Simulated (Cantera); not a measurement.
# Hydrocarbon pyrolysis for carbon deposition

An isothermal, constant-pressure homogeneous reactor starts with CH₄ : N₂ = 1 : 97 (molar parts), at 1898 K and 15.0 Torr.

Model: GRI-Mech 3.0 (53 species, 325 reactions), integrated in Cantera. GRI-Mech 3.0 stops at C3 and has no aromatics, soot or wall deposition, so with more carbon than oxygen in the feed, carbon stays in small species such as C2H2 where larger ones or solid carbon would form. Radical loss at walls, strong at low pressure, is not modelled.

| t (s) | x CH₄ | x C₂H₄ | x C₂H₆ | x H₂ | x HCN | x CH₃ | x C₂H |
|---|---|---|---|---|---|---|---|
| 6.00e-6 | 0.0102 | <1e-12 | <1e-12 | 5.35e-9 | <1e-12 | 1.89e-7 | <1e-12 |
| 2.89e-5 | 0.0102 | <1e-12 | <1e-12 | 1.15e-7 | <1e-12 | 9.98e-7 | <1e-12 |
| 0.000139 | 0.0102 | 1.26e-10 | 7.60e-12 | 1.94e-6 | <1e-12 | 6.19e-6 | <1e-12 |
| 0.000669 | 0.0102 | 3.02e-8 | 8.22e-10 | 1.74e-5 | 1.41e-11 | 3.77e-5 | <1e-12 |
| 0.00322 | 0.0100 | 3.97e-6 | 3.09e-8 | 0.000103 | 1.03e-9 | 0.000190 | 4.39e-11 |
| 0.0155 | 0.00857 | 0.000248 | 5.26e-7 | 0.00142 | 1.95e-7 | 0.000751 | 3.98e-8 |
| 0.0746 | 0.00194 | 8.04e-5 | 1.26e-7 | 0.0118 | 1.42e-5 | 0.000361 | 5.31e-7 |
| 0.359 | 0.000122 | 8.32e-7 | 1.44e-9 | 0.0148 | 6.72e-5 | 3.95e-5 | 1.05e-6 |
| 1.73 | 2.11e-6 | 1.96e-8 | <1e-12 | 0.0150 | 0.000119 | 9.90e-7 | 1.52e-6 |
| 8.31 | 4.11e-8 | 1.84e-8 | <1e-12 | 0.0149 | 0.000122 | 3.01e-8 | 2.36e-6 |
| 40.0 | 8.47e-9 | 1.80e-8 | <1e-12 | 0.0148 | 0.000122 | 7.72e-9 | 2.95e-6 |
x: mole fraction; the columns are a selection and need not sum to one.

Equilibrium at this temperature and pressure: CH₄ 1.57e-8, C₂H₄ 8.13e-10, C₂H₆ <1e-12, H₂ 0.0148, HCN 0.00964, CH₃ 1.43e-8, C₂H 1.33e-7 (gas phase only).
